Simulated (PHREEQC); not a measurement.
Make-up at 45 °C: 0.034 mol/kgw KH2PO4 and 0.00018 mol/kgw HNO3. Closed to the air; pH follows from the charge balance.

The numbers come from PHREEQC with the ion-association model, phreeqc.dat.

The ionic strength comes out as 0.0341 mol/kgw. What activity coefficients do H+, HPO4-2, H2PO4-, NO3-, KHPO4- get?

H+ 0.86, HPO4-2 0.50, H2PO4- 0.85, NO3- 0.83, KHPO4- 0.85.

This is a speciation only: nothing precipitates in the calculation. At this temperature some constants are extrapolated from 25 °C, and those without enthalpy data are left unchanged.
